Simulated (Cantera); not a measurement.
**Gas activation for diamond growth**

An isothermal, constant-pressure homogeneous reactor starts with CH₄ : H₂ : CO₂ = 0.011 : 1 : 0.01 (molar parts), at 2600 K and 0.0520 bar.

Cantera simulation using GRI-Mech 3.0 (53 species, 325 reactions); the numbers are that mechanism's predictions, not measurements.

| t (s) | x CH₄ | x H₂ | x CO₂ | x C₂H₂ | x CO |
|---|---|---|---|---|---|
| 4.00e-5 | 0.0101 | 0.976 | 0.00962 | 6.40e-7 | 0.000159 |
| 0.000120 | 0.00903 | 0.969 | 0.00840 | 2.87e-5 | 0.00135 |
| 0.000362 | 0.00622 | 0.950 | 0.00283 | 0.000705 | 0.00688 |
| 0.00109 | 0.00167 | 0.934 | 1.87e-5 | 0.00343 | 0.00999 |
| 0.00328 | 0.000316 | 0.923 | 1.41e-5 | 0.00391 | 0.0112 |
| 0.00988 | 0.000122 | 0.905 | 1.04e-5 | 0.00247 | 0.0142 |
| 0.0297 | 2.35e-5 | 0.875 | 2.97e-6 | 0.000901 | 0.0172 |
| 0.0894 | 2.58e-6 | 0.838 | 1.15e-7 | 0.000448 | 0.0178 |
| 0.269 | 8.10e-7 | 0.828 | 2.70e-10 | 0.000432 | 0.0177 |
| 0.810 | 8.09e-7 | 0.828 | 2.63e-10 | 0.000432 | 0.0177 |
| 2.44 | 8.09e-7 | 0.828 | 2.63e-10 | 0.000432 | 0.0177 |
| 7.34 | 8.09e-7 | 0.828 | 2.63e-10 | 0.000432 | 0.0177 |
| 22.1 | 8.09e-7 | 0.828 | 2.63e-10 | 0.000432 | 0.0177 |
| 66.5 | 8.09e-7 | 0.828 | 2.63e-10 | 0.000432 | 0.0177 |
| 200 | 8.09e-7 | 0.828 | 2.63e-10 | 0.000432 | 0.0177 |
x: mole fraction; the columns are a selection and need not sum to one.

Equilibrium at this temperature and pressure: CH₄ 8.19e-7, H₂ 0.828, CO₂ 2.66e-10, C₂H₂ 0.000432, CO 0.0177 (gas phase only).
